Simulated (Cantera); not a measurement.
Feed: 1 mol SiO₂, 0.11 mol N₂, 0.041 mol Si, held at 1350 °C and 75.0 Torr.

Method: chemical equilibrium by Gibbs-energy minimisation in Cantera with the NASA 1993 tables (ideal gas, pure condensed phases). Candidate condensed phases: Si, SiO₂, Si₂N₂O, Si₃N₄; 16 gas species. Mutual solubility and eutectic melting of coexisting phases are not modelled. The tables hold silica as quartz up to 1696 K and as liquid above; real silica turns to tridymite and cristobalite and melts near 1996 K. The numbers say what is thermodynamically allowed, not how fast it happens.

### Question
What is the equilibrium state?

### Answer
| Property | Value |
|---|---|
| x(N₂) | 0.999 |
| x(SiO) | 0.00100 |
| n(SiO₂(β-quartz)) | 0.986 mol |
| n(Si₂N₂O(s)) | 0.0273 mol |
| gas amount | 0.08278 mol |
| log10 activity of Si(s) (absent) | -3.22 |
